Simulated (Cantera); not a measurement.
## Adiabatic ignition

An adiabatic, constant-pressure homogeneous reactor starts with C3H8 : O2 : N2 = 1 : 10.9 : 40.9 (molar parts), equivalence ratio 0.46, at 1398 K and 28000 Pa.

Model: GRI-Mech 3.0 (53 species, 325 reactions), integrated in Cantera. GRI-Mech 3.0 was tuned for natural gas; its chemistry of propane as a main component is partial and can be far from experiment.

| t (s) | T (K) | x C3H8 | x O2 | x CO2 | x C2H2 | x CH3 |
|---|---|---|---|---|---|---|
| 4.00e-6 | 1398 | 0.0189 | 0.206 | 1.41e-10 | 1.36e-11 | 2.11e-5 |
| 1.24e-5 | 1397 | 0.0189 | 0.206 | 1.24e-8 | 8.96e-10 | 8.29e-5 |
| 3.86e-5 | 1396 | 0.0186 | 0.206 | 4.53e-7 | 3.62e-8 | 0.000313 |
| 0.000120 | 1394 | 0.0171 | 0.205 | 1.33e-5 | 1.51e-6 | 0.000936 |
| 0.000372 | 1448 | 0.00599 | 0.191 | 0.000393 | 0.000153 | 0.00138 |
| 0.00116 | 2049 | <1e-12 | 0.106 | 0.0413 | <1e-12 | <1e-12 |
| 0.00359 | 2224 | <1e-12 | 0.107 | 0.0478 | <1e-12 | <1e-12 |
| 0.0111 | 2301 | <1e-12 | 0.108 | 0.0516 | <1e-12 | <1e-12 |
| 0.0346 | 2303 | <1e-12 | 0.107 | 0.0519 | <1e-12 | <1e-12 |
| 0.107 | 2298 | <1e-12 | 0.106 | 0.0519 | <1e-12 | <1e-12 |
| 0.334 | 2291 | <1e-12 | 0.103 | 0.0521 | <1e-12 | <1e-12 |
| 1.04 | 2289 | <1e-12 | 0.103 | 0.0521 | <1e-12 | <1e-12 |
| 3.22 | 2289 | <1e-12 | 0.103 | 0.0521 | <1e-12 | <1e-12 |
| 10.0 | 2289 | <1e-12 | 0.103 | 0.0521 | <1e-12 | <1e-12 |
x: mole fraction; the columns are a selection and need not sum to one.

```json
{
 "time_of_steepest_temperature_rise": "0.450 ms",
 "temperature at 10.0 s": "2289 K",
 "equilibrium_temperature": "2289 K",
 "x(C3H8) at 10.0 s": "<1e-12 (gas-phase equilibrium <1e-12)",
 "x(O2) at 10.0 s": "0.103 (gas-phase equilibrium 0.103)",
 "x(CO2) at 10.0 s": "0.0521 (gas-phase equilibrium 0.0521)"
}
```
